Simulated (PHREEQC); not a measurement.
A PHREEQC speciation (ion-association model, wateq4f.dat) at 25 °C gives pH 2.02 and these molalities:

```csv
species,mol/kgw
H+,0.0108
SO4-2,0.00437
HSO4-,0.00283
FeSO4+,0.000418
AlSO4+,0.000138
Al+3,3.84e-5
Fe+3,3.37e-5
Fe(SO4)2-,2.44e-5
FeHSO4+2,1.59e-5
FeOH+2,1.39e-5
Al(SO4)2-,1.16e-5
Fe(OH)2+,3.28e-7
AlHSO4+2,1.73e-7
AlOH+2,2.42e-8
Fe2(OH)2+4,1.47e-8
```

What are the element totals, and what could have been dissolved in 1 kg of water to give them?

Several could match; the one computed here: totals Al 0.000188, Fe(3) 0.000506, S(6) 0.00784 mol/kgw, from 6.8 mmol/kgw H2SO4, 0.094 mmol/kgw Al2(SO4)3 and 0.253 mmol/kgw Fe2(SO4)3.

No solid was allowed to form. The solution is supersaturated, for example in Hematite (slow to form), Goethite (slow to form), so a real one may precipitate; this is no full list.
